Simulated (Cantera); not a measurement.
## Thermodynamics of silicates and aluminates, feed SiO2 + Al2O3 + N2

Feed: 1 mol SiO2, 0.17 mol Al2O3, 2.4 mol N2, equilibrated at 0.133 bar.

Method: chemical equilibrium by Gibbs-energy minimisation in Cantera with the NASA 1993 tables (ideal gas, pure condensed phases). Candidate condensed phases: Al, AlN, Al2O3, Al2SiO5, Al6Si2O13, Si, SiO2, Si2N2O, Si3N4; 23 gas species. Mutual solubility and eutectic melting of coexisting phases are not modelled. The tables hold silica as quartz up to 1696 K and as liquid above; real silica turns to tridymite and cristobalite and melts near 1996 K. Condensed phases not in the tables: alloys, solid solutions and most ternary compounds. The numbers say what is thermodynamically allowed, not how fast it happens.

| T (K) | x N2 | x SiO | x NO | x O2 | x O | n Al2SiO5(andalusite) | n SiO2(β-quartz) | n Al6Si2O13(mullite) | n SiO2(condensed) | n SiO2(l) |
|---|---|---|---|---|---|---|---|---|---|---|
| 973 | 1.00 | <1e-12 | <1e-12 | <1e-12 | <1e-12 | 0.170 | 0.830 | 0 | 0 | 0 |
| 1123 | 1.00 | <1e-12 | <1e-12 | <1e-12 | <1e-12 | 0.170 | 0.830 | 0 | 0 | 0 |
| 1273 | 1.00 | 2.53e-11 | 2.53e-11 | <1e-12 | <1e-12 | 0 | 0.887 | 0.0567 | 0 | 0 |
| 1423 | 1.00 | 2.09e-9 | 2.08e-9 | 1.06e-12 | 3.79e-12 | 0 | 0.887 | 0.0567 | 0 | 0 |
| 1573 | 1.00 | 7.36e-8 | 7.25e-8 | 2.94e-10 | 4.91e-10 | 0 | 0.887 | 0.0567 | 0 | 0 |
| 1723 | 1.000 | 1.40e-6 | 1.32e-6 | 2.88e-8 | 2.64e-8 | 0 | 0 | 0.0567 | 0.887 | 0 |
| 1873 | 1.000 | 1.70e-5 | 1.40e-5 | 1.16e-6 | 6.97e-7 | 0 | 0 | 0.0567 | 0.887 | 0 |
| 2023 | 1.000 | 0.000152 | 9.56e-5 | 2.28e-5 | 1.04e-5 | 0 | 0 | 0.0567 | 0 | 0.886 |
x: gas mole fraction; n: condensed amount in mol.

From 973 K to 1123 K the condensed part is Al2SiO5(andalusite) + SiO2(β-quartz). From 1273 K to 1573 K the condensed part is Al6Si2O13(mullite) + SiO2(β-quartz). From 1723 K to 1873 K the condensed part is Al6Si2O13(mullite) + SiO2(condensed). At 2023 K the condensed part is Al6Si2O13(mullite) + SiO2(l).
